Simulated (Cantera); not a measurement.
Cantera run:

```python
import numpy as np
import cantera as ct

gas_names = """
    B BH BH2 BH3 BN B2 H H2 N NH NH2 NH3 N2 N2H2 N2H4
""".split()
cond_names = """
    B(b) B(L) BN(s)
""".split()


# ... load() reads the species with a 1 bar reference pressure and builds the phases ...
atoms = {
    'borazine': {'B': 3, 'N': 3, 'H': 6},
    'N2': {'N': 2},
}
top_T = {'BN(s)': 3200}  # K; cautious upper limits of use, not melting points


# ... equilibrate(T, P, feed) seeds the gas with the atoms and calls Mixture.equilibrate('TP', solver="vcs", rtol=1e-11, max_steps=5000) ...
results = []
feed = {'borazine': 1, 'N2': 2.9}  # mol
T = 1800  # K
P = 10000  # Pa
mix = equilibrate(T, P, feed)
results.append((T, P, feed, dict(zip(mix.species_names, mix.species_moles))))
x = sorted(zip(gas.X, gas.species_names), reverse=True)
print(f"T = {T:g} K  P = {P:g} Pa  gas = {mix.phase_moles(0):.4g} mol")
print("   x: " + "  ".join(f"{s} {v:.3e}" for v, s in x if v > 1e-06))
print("   condensed (mol): " + ("  ".join(f"{mix.phase(i).name} {mix.phase_moles(i):.4g}"
      for i in range(1, mix.n_phases) if mix.phase_moles(i) > 1e-12) or "none"))
```

Output:

```
T = 1800 K  P = 10000 Pa  gas = 5.902 mol
   x: H2 5.079e-01  N2 4.913e-01  H 8.069e-04
   condensed (mol): BN(s) 3
```

Method: chemical equilibrium by Gibbs-energy minimisation in Cantera with the NASA 1993 tables (ideal gas, pure condensed phases). The feed counts by its element totals alone.
